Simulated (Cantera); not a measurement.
What does this Cantera script print?

```python
import numpy as np
import cantera as ct

gas_names = [...]  # 95 gases of nasa_gas.yaml made of C, F, H
cond_names = """
    C(gr) C6H6(L) C7H8(L) C8H18(L),n-octa
""".split()


# ... load() reads the species with a 1 bar reference pressure and builds the phases ...
atoms = {
    'CH3F': {'C': 1, 'H': 3, 'F': 1},
    'CH4': {'C': 1, 'H': 4},
    'H2': {'H': 2},
}
top_T = {'C(gr)': 4500}  # K; cautious upper limits of use, not melting points


# ... equilibrate(T, P, feed) seeds the gas with the atoms and calls Mixture.equilibrate('TP', solver="vcs", rtol=1e-11, max_steps=5000) ...
results = []
T = 3448  # K
P = 440  # Pa
for m in [0.26, 0.37, 0.52, 0.74, 1, 1.5, 2.1, 2.9, 4.2, 5.9, 8.3, 12, 16]:
    feed = {'CH3F': 1, 'CH4': 0.43, 'H2': m}  # mol
    mix = equilibrate(T, P, feed)
    results.append((T, P, feed, dict(zip(mix.species_names, mix.species_moles))))

top = {s: max(r[3][s] / sum(r[3][g] for g in gas_names) for r in results) for s in gas_names}
cols = sorted((s for s in top if top[s] > 1e-05), key=lambda s: -top[s])[:8]
seen = [c for c in cond_names if any(r[3].get(c, 0) > 1e-12 for r in results)]
print("log10 of partial pressures in bar; condensed amounts in mol")
print(f"{'n(H2)':>10s}" + "".join(f"{s[:9]:>10s}" for s in cols + seen))
for T, P, feed, n in results:
    ng = sum(n[g] for g in gas_names)
    print(f"{feed['H2']:10.4g}" + "".join(f"{np.log10(max(n[s] / ng * P / 1e5, 1e-99)):10.3f}" for s in cols)
          + "".join(f"{n.get(c, 0):10.4g}" for c in seen))
```

It prints:

```
log10 of partial pressures in bar; condensed amounts in mol
     n(H2)         H         C         F        HF        C3        C2        H2        CF
      0.26    -2.508    -3.414    -3.466    -3.512    -3.894    -4.121    -4.455    -4.784
      0.37    -2.503    -3.421    -3.483    -3.524    -3.915    -4.136    -4.445    -4.807
      0.52    -2.497    -3.431    -3.504    -3.539    -3.943    -4.154    -4.433    -4.838
      0.74    -2.489    -3.444    -3.534    -3.560    -3.983    -4.181    -4.416    -4.881
         1    -2.481    -3.459    -3.566    -3.584    -4.028    -4.211    -4.400    -4.928
       1.5    -2.467    -3.486    -3.623    -3.628    -4.107    -4.264    -4.373    -5.011
       2.1    -2.455    -3.515    -3.682    -3.675    -4.195    -4.322    -4.349    -5.100
       2.9    -2.443    -3.550    -3.750    -3.731    -4.300    -4.392    -4.325    -5.203
       4.2    -2.429    -3.600    -3.842    -3.809    -4.450    -4.492    -4.297    -5.345
       5.9    -2.417    -3.656    -3.939    -3.893    -4.618    -4.604    -4.273    -5.498
       8.3    -2.406    -3.723    -4.046    -3.990    -4.820    -4.739    -4.251    -5.672
        12    -2.396    -3.808    -4.173    -4.107    -5.075    -4.909    -4.231    -5.884
        16    -2.390    -3.884    -4.277    -4.205    -5.303    -5.061    -4.218    -6.064
```

Cantera equilibrium calculation (NASA polynomials, part measured and part estimated; ideal gas, pure solids and liquids).
